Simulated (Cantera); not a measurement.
Charge: 1 mol HMDSO, 27 mol NO, 14 mol N₂, held at 1550 °C and 308 Torr.

Equilibrium computed with Cantera from the NASA thermochemical tables; the gas is ideal and each condensed phase is pure. Candidate condensed phases: C, C₆H₆, C₇H₈, C₈H₁₈, H₂O, Si, SiC, SiO₂, Si₂N₂O, Si₃N₄; 151 gas species. The feed counts by its element totals alone. The tables hold silica as quartz up to 1696 K and as liquid above; real silica turns to tridymite and cristobalite and melts near 1996 K. Gases not in the tables: Si(OH)₄. Equilibrium is a limit: real reactors are often held back by kinetics, nucleation or transport.

Base state: N₂ 0.624, H₂O 0.204, CO₂ 0.136, O₂ 0.0332, NO 0.00159, OH 0.000890, CO 0.000303, H₂ 0.000116 (mole fractions); condensed: SiO₂(condensed).

Problem. What changes in the equilibrium state with this change: HMDSO replaced by Si₂H₆?

Solution. 
| species | before | after |
|---|---|---|
| N₂ | 0.624 | 0.677 |
| O₂ | 0.0332 | 0.244 |
| H₂O | 0.204 | 0.0736 |
| CO₂ | 0.136 | 0 |
| CO | 0.000303 | 0 |
| H₂ | 0.000116 | 1.55e-5 |
| SiO₂(condensed), mol | 2.00 | 2.00 |
